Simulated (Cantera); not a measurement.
Charge: 1 mol AlBr3, 0.51 mol N2, 1.9 mol H2, held at 0.100 bar.

These are equilibrium values from Cantera (NASA tables, ideal gas, pure condensed phases), not measurements of a reactor. Candidate condensed phases: Al, AlBr3, AlN, Br2; 19 gas species. Rates play no part.

**Question.** Which condensed phases are stable at each of these points (T (K)): 1373, 1423, 1473, 1523, 1573, 1623, 1673, 1723, 1773, 1823, 1873, 1923, 1973, 2023?

**Answer.** 
```
T (K)  condensed phases  Al condensed (%)
-----  ----------------  ----------------
1373             AlN(s)              16.4
1423             AlN(s)              16.1
1473             AlN(s)              15.8
1523             AlN(s)              15.2
1573             AlN(s)              14.4
1623             AlN(s)              12.6
1673             AlN(s)               9.2
1723             AlN(s)               2.6
1773           gas only               0.0
1823           gas only               0.0
1873           gas only               0.0
1923           gas only               0.0
1973           gas only               0.0
2023           gas only               0.0
```

From 1373 K to 1723 K the condensed part is AlN(s). From 1773 K to 2023 K nothing is condensed.
